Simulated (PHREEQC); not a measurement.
Consider water at 25 °C with 0.0016 mol HF, 0.026 mol NH4HF2 and 0.0052 mol (NH4)2SiF6 per kg of water. Closed to the air; pH follows from the charge balance.

Model: ion-association model, phreeqc.dat, run in PHREEQC.

Precipitation was switched off in this run.

### Question
What pH, ionic strength does the model give?

### Answer
pH 3.09; ionic strength 0.0425 mol/kgw.

### Question
In which forms is F present?

### Answer
SiF6-2 37 %, F- 29 %, HF 29 %, HF2- 5.4 % of the F.

Complexes and solids missing from the database can't appear. SiF6-2 is the database's only silicon fluoride.
